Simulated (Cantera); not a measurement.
Input: 1 mol CH3SiCl3, 0.43 mol CH4, 310 mol H2, equilibrated at 2123.15 K and 58.0 mbar.

These are equilibrium values from Cantera (NASA tables, ideal gas, pure condensed phases), not measurements of a reactor. Candidate condensed phases: C, C6H6, C7H8, C8H18, Si, SiC; 109 gas species. The feed counts by its element totals alone. The tables' values for SiCl are old estimates; treat these amounts as uncertain. Gases not in the tables: Si2H6 and higher silanes. Kinetics and transport are ignored.

Base state: H2 0.974, H 0.0147, HCl 0.00933, C2H2 (acetylene) 0.000887, Si 0.000333, Cl 0.000103, SiH 4.10e-5, SiH2 2.27e-5 (mole fractions); condensed: SiC(s).

Q: What changes in the equilibrium state with this change: temperature from 2123.15 K to 1148.15 K?

A: 
```tsv
species	before	after
H2	0.974	0.989
HCl	0.00933	0.00957
CH4	1.27e-5	0.00135
H	0.0147	2.97e-7
SiCl2	2.12e-5	2.46e-7
Si	0.000333	<1e-9
SiH	4.10e-5	<1e-9
Cl	0.000103	2.53e-9
C2H2 (acetylene)	0.000887	3.68e-8
SiC(s), mol	0.850	1.000
C(graphite), mol	0	0.00746
```

Q: What changes in the equilibrium state with this change: pressure from 58.0 mbar to 13.0 mbar?

A: 
```tsv
species	before	after
H2	0.974	0.957
H	0.0147	0.0308
HCl	0.00933	0.00913
Si	0.000333	0.00121
SiC2	1.30e-5	7.15e-5
CH4	1.27e-5	3.40e-6
SiC(s), mol	0.850	0.517
```
